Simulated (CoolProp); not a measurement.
Properties of R152A along the isobar 1.01 bar (Tc = 386.4 K, pc = 45.17 bar, ω = 0.275).

Model: reference Helmholtz-energy equation of state, Outcalt 1996, in CoolProp. It is a modified Benedict-Webb-Rubin equation, recast in Helmholtz form.

```csv
T (K),phase,cp (kJ/(kg K)),Joule-Thomson coefficient (K/MPa),conductivity (mW/(m K))
270.7,gas,1.004,40.00,11.5
288.4,gas,1.033,31.73,13.2
306,gas,1.066,25.66,14.9
323.6,gas,1.101,21.09,16.6
341.3,gas,1.137,17.58,18.3
358.9,gas,1.175,14.86,20.1
376.5,gas,1.212,12.72,21.8
394.2,gas,1.250,11.00,23.5
411.8,gas,1.288,9.610,25.2
429.5,gas,1.325,8.465,26.9
447.1,gas,1.362,7.521,28.6
464.7,gas,1.397,6.730,30.3
482.4,gas,1.432,6.057,32.1
500,gas,1.466,5.486,33.8
```

Thermal conductivity comes from a separate model (Krauss 1996).
